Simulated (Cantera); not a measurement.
**Fluorocarbon and chlorocarbon gases: CH₃Cl + HCl + H₂**

Feed: 1 mol CH₃Cl, 0.53 mol HCl, 0.1 mol H₂, at 2.00 Pa.

Cantera equilibrium calculation (NASA polynomials, part measured and part estimated; ideal gas, pure solids and liquids). Candidate condensed phases: C, C₆H₆, C₇H₈, C₈H₁₈; 91 gas species. Equilibrium is a limit: real reactors are often held back by kinetics, nucleation or transport.

```csv
T (°C),x H,x HCl,x H₂,x Cl,x C,x C₃,n C(graphite)
1002,0.000107,0.582,0.418,0.000126,<1e-12,<1e-12,1.000
1152,0.000986,0.580,0.418,0.00112,<1e-12,<1e-12,1.000
1302,0.00599,0.572,0.416,0.00654,1.34e-11,2.16e-12,1.000
1452,0.0265,0.539,0.407,0.0272,1.57e-9,5.23e-10,1.000
1602,0.0901,0.451,0.378,0.0813,8.60e-8,5.16e-8,0.999
1752,0.236,0.293,0.300,0.171,2.59e-6,2.55e-6,0.998
1902,0.451,0.129,0.171,0.249,4.87e-5,7.24e-5,0.996
2052,0.615,0.0397,0.0625,0.280,0.000625,0.00132,0.973
2202,0.666,0.0105,0.0175,0.282,0.00588,0.0168,0.682
2352,0.646,0.00274,0.00463,0.267,0.0280,0.0447,0
2502,0.631,0.000845,0.00142,0.260,0.0712,0.0267,0
2652,0.608,0.000286,0.000476,0.250,0.126,0.00758,0
2802,0.598,0.000111,0.000183,0.246,0.152,0.000902,0
```
x: gas mole fraction; n: condensed amount in mol.

From 1002 °C to 2202 °C the condensed part is C(graphite). From 2352 °C to 2802 °C nothing is condensed. The main C-bearing gas is C₂H₂ (acetylene) at 1002 °C and C at 2802 °C.
